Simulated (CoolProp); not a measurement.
Vapour-liquid equilibrium of R134a (1) + isobutane (2) at 335.5 K; x and y are mole fractions of (1).

Model: multi-fluid Helmholtz-energy mixture model, Tillner-Roth 1994 and Bücker 2006; pair parameters Bell 2016, in CoolProp.

| x | bubble pressure (MPa) | y at the bubble point | dew pressure at overall composition x (MPa) | liquid density (mol/L) |
|---|---|---|---|---|
| 0.05 | 1.101 | 0.171 | 0.9654 | 8.581 |
| 0.15 | 1.382 | 0.357 | 1.076 | 8.568 |
| 0.25 | 1.575 | 0.460 | 1.209 | 8.561 |
| 0.35 | 1.711 | 0.530 | 1.369 | 8.571 |
| 0.45 | 1.808 | 0.586 | 1.555 | 8.613 |
| 0.55 | 1.877 | 0.638 | 1.747 | 8.708 |
| 0.65 | 1.922 | 0.691 | 1.890 | 8.875 |
| 0.75 | 1.940 | 0.751 | 1.940 | 9.133 |
| 0.85 | 1.921 | 0.826 | 1.908 | 9.488 |
| 0.95 | 1.846 | 0.930 | 1.827 | 9.938 |

y crosses x between x = 0.75 and 0.85: the model has an azeotrope there.

Pair parameters are fitted to limited data, so mixtures are less certain than the pure fluids.
